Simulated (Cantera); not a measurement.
**Low-pressure radical oxidation in H2/O2**

An isothermal, constant-pressure homogeneous reactor starts with 6.45 % H2, 93.5 % O2, at 1400 K and 7.43 Torr.

Detailed kinetics in Cantera: the H2/O2 subset of GRI-Mech 3.0, which has no nitrogen chemistry. Radical loss at walls, strong at low pressure, is not modelled. The temperature is held fixed by assumption; the heat of reaction is taken as removed at once.

| t (s) | x H2 | x O2 | x HO2 | x O | x H2O2 | x H2O | x H |
|---|---|---|---|---|---|---|---|
| 3.00e-6 | 0.0645 | 0.935 | 3.15e-9 | 1.62e-10 | <1e-12 | 3.19e-12 | 2.99e-9 |
| 8.68e-6 | 0.0645 | 0.935 | 9.10e-9 | 1.26e-9 | <1e-12 | 7.28e-11 | 7.91e-9 |
| 2.51e-5 | 0.0645 | 0.935 | 2.63e-8 | 8.82e-9 | 5.83e-12 | 1.49e-9 | 1.90e-8 |
| 7.27e-5 | 0.0645 | 0.935 | 7.62e-8 | 5.50e-8 | 4.83e-11 | 2.63e-8 | 4.75e-8 |
| 0.000211 | 0.0645 | 0.935 | 2.20e-7 | 4.80e-7 | 3.92e-10 | 5.18e-7 | 2.59e-7 |
| 0.000609 | 0.0645 | 0.935 | 6.52e-7 | 3.88e-5 | 3.00e-9 | 5.73e-5 | 1.91e-5 |
| 0.00176 | 0.00300 | 0.885 | 1.90e-6 | 0.0408 | 7.06e-8 | 0.0517 | 0.0105 |
| 0.00510 | 0.00132 | 0.883 | 1.75e-6 | 0.0441 | 5.06e-8 | 0.0553 | 0.00875 |
| 0.0148 | 0.00123 | 0.887 | 1.72e-6 | 0.0405 | 5.03e-8 | 0.0562 | 0.00773 |
| 0.0428 | 0.000997 | 0.897 | 1.63e-6 | 0.0320 | 4.87e-8 | 0.0583 | 0.00546 |
| 0.124 | 0.000570 | 0.913 | 1.34e-6 | 0.0175 | 4.23e-8 | 0.0618 | 0.00225 |
| 0.358 | 0.000175 | 0.927 | 7.52e-7 | 0.00522 | 2.72e-8 | 0.0647 | 0.000368 |
| 1.04 | 3.19e-5 | 0.932 | 2.48e-7 | 0.000941 | 1.18e-8 | 0.0660 | 2.82e-5 |
| 3.00 | 5.31e-6 | 0.933 | 7.30e-8 | 0.000156 | 4.10e-9 | 0.0664 | 1.91e-6 |
x: mole fraction; the columns are a selection and need not sum to one.

Equilibrium at this temperature and pressure: H2 3.15e-7, O2 0.933, HO2 7.12e-8, O 9.25e-6, H2O2 7.16e-10, H2O 0.0666, H 2.76e-8 (gas phase only).
